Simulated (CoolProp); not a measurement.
Chlorine at several states: density (kg/m³) from the reference equation and from simpler models built on Tc = 143.7 °C, pc = 7642 kPa, ω = 0.070; each cubic takes its own stable root.

The numbers come from the reference Helmholtz-energy equation of state, Thol 2021 in CoolProp.

| T (°C) | p (kPa) | phase | reference | van der Waals | Peng-Robinson |
|---|---|---|---|---|---|
| -18.85 | 55.7 | gas | 1.890 | 1.881 | 1.887 |
| 53.85 | 1790 | liquid | 1299 | 54.38 | 1332 |
| -39.15 | 13500 | liquid | 1598 | 1018 | 1664 |

At some of these states van der Waals gives the other phase, because its saturation line lies elsewhere.
